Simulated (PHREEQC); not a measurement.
Dissolve 0.0017 mol/kgw CaSO4, 0.00047 mol/kgw Na2SO4 and 0.0081 mol/kgw NaCl at 25 °C. Closed to the air; pH follows from the charge balance.

Equilibrium calculation in PHREEQC: ion-association model, phreeqc.dat.

| quantity | before | after |
|---|---|---|
| pH | 7.01 | 10.55 |
| SO4-2 (mol/kgw) | 0.00192 | 0.00192 |
| Ca+2 (mol/kgw) | 0.00151 | 0.00150 |
| CaSO4 (mol/kgw) | 0.000195 | 0.000192 |
| NaSO4- (mol/kgw) | 5.31e-5 | 5.27e-5 |
| SI of Gypsum (CaSO4:2H2O) | -1.38 | -1.38 |
| SI of Halite (NaCl) | -5.82 | -5.82 |

Task: Name the change that produced these shifts.
(A) Na2SO4 from 0.00047 to 0.00094 mol/kgw
(B) diluted 100-fold with water
(C) Na2SO4 left out
(D) Na2SO4 replaced by KHSO4 at the same molality
(E) 0.0077 mol/kgw NH3 added

Result: E, 0.0077 mol/kgw NH3 added

Precipitation was switched off in this run.
